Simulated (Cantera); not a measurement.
**Gas-phase reforming**

An isothermal, constant-pressure homogeneous reactor starts with CH₄ : H₂O = 1 : 4.7 (molar parts), at 1825 K and 0.118 atm.

Detailed kinetics in Cantera: GRI-Mech 3.0 (53 species, 325 reactions).

```tsv
t (s)	x CH₄	x H₂O	x C₂H₆	x CH₂CO	x H₂	x CO	x CH₃
9.00e-6	0.175	0.825	1.21e-8	<1e-12	4.99e-5	3.36e-12	0.000102
3.09e-5	0.175	0.824	4.75e-7	<1e-12	0.000185	4.79e-10	0.000363
0.000106	0.174	0.824	1.24e-5	4.35e-11	0.000709	1.10e-7	0.00123
0.000364	0.168	0.822	0.000162	6.36e-8	0.00477	2.83e-5	0.00368
0.00125	0.128	0.796	0.000339	2.77e-5	0.0515	0.00134	0.00519
0.00428	0.0600	0.733	7.97e-5	0.000163	0.153	0.00652	0.00262
0.0147	0.0203	0.669	1.15e-5	0.000176	0.233	0.0194	0.00106
0.0505	0.0109	0.580	2.81e-6	8.67e-5	0.310	0.0460	0.000534
0.173	0.00583	0.492	5.67e-7	1.83e-5	0.383	0.0829	0.000239
0.594	0.000608	0.454	5.18e-9	3.42e-7	0.415	0.101	2.27e-5
2.04	2.67e-9	0.452	<1e-12	<1e-12	0.417	0.102	1.06e-10
7.00	3.33e-11	0.452	<1e-12	<1e-12	0.417	0.102	1.33e-12
```
x: mole fraction; the columns are a selection and need not sum to one.

Equilibrium at this temperature and pressure: CH₄ 4.13e-11, H₂O 0.452, C₂H₆ <1e-12, CH₂CO <1e-12, H₂ 0.417, CO 0.102, CH₃ 1.64e-12 (gas phase only).
